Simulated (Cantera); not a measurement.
Standard-state values (1 bar) from the NASA 1993 polynomials, evaluated with Cantera. Values are per mole of reaction as written; species without (g) are pure solids or liquids, kept so even where they would boil at 1 bar.

Q: Between 1298 and 1798 K, where is each reaction favourable under standard conditions?
- 1.333 B + O2(g) → 0.6667 B2O3(g)
- Nb + O2(g) → NbO2(g)
- 2 Pb + O2(g) → 2 PbO(g)

A: 
- 1.333 B + O2(g) → 0.6667 B2O3(g): ΔG° is -524 kJ at 1298 K and -510 kJ at 1798 K; it stays negative (K > 1). ΔH° is -564 kJ and ΔS° -30 J/K at 1798 K.
- Nb + O2(g) → NbO2(g): ΔG° is -234 kJ at 1298 K and -243 kJ at 1798 K; it stays negative (K > 1). ΔH° is -212 kJ and ΔS° 17 J/K at 1798 K.
- 2 Pb + O2(g) → 2 PbO(g): ΔG° is -20 kJ at 1298 K and -69 kJ at 1798 K; it stays negative (K > 1). ΔH° is 102 kJ and ΔS° 95 J/K at 1798 K.
